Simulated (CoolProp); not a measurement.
CH2F2 (R32) at 293.15 K and 0.55 MPa is throttled through a valve to 0.196 MPa with no heat exchange. Each further row changes one setting.

The numbers come from the reference Helmholtz-energy equation of state, Tillner-Roth 1997 in CoolProp.

```csv
case,temperature change (K),final density (kg/m³)
as stated,-10.0,[?]
outlet pressure 0.0588 MPa,-14.3,1.33
outlet pressure 0.255 MPa,[?],[?]
```

Question: Complete the blanks.

Answer: 
- as stated, final density (kg/m³): 4.46
- outlet pressure 0.255 MPa, temperature change (K): -8.2
- outlet pressure 0.255 MPa, final density (kg/m³): 5.82
